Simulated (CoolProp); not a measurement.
Properties of nitrogen along the isotherm 144.3 K (Tc = 126.2 K, pc = 3396 kPa, ω = 0.037).

Values from CoolProp's reference Helmholtz-energy equation of state, Span 2000.

```
p (kPa)          phase  density (kg/m³)  cp (kJ/(kg K))  viscosity (µPa s)
-------  -------------  ---------------  --------------  -----------------
16.1               gas           0.3763           1.041               9.71
24.3               gas           0.5683           1.042               9.71
36.7               gas           0.8590           1.043               9.72
55.3               gas            1.296           1.045               9.72
83.4               gas            1.958           1.048               9.73
126                gas            2.966           1.052               9.75
190                gas            4.492           1.059               9.77
286                gas            6.805             ___                ___
432                gas            10.38             ___               9.86
652                gas              ___           1.115                ___
983                gas            24.58           1.161               10.1
1480               gas            38.47           1.242               10.3
2240               gas            62.21           1.407               10.7
3380               gas              ___           1.810               11.7
5090     supercritical              ___           3.217               14.6
```

Q: What belongs in the gaps?

A: 
- 286, cp (kJ/(kg K)): 1.070
- 286, viscosity (µPa s): 9.80
- 432, cp (kJ/(kg K)): 1.087
- 652, density (kg/m³): 15.91
- 652, viscosity (µPa s): 9.94
- 3380, density (kg/m³): 105.8
- 5090, density (kg/m³): 203.8

Viscosity comes from a separate model (Lemmon 2004).
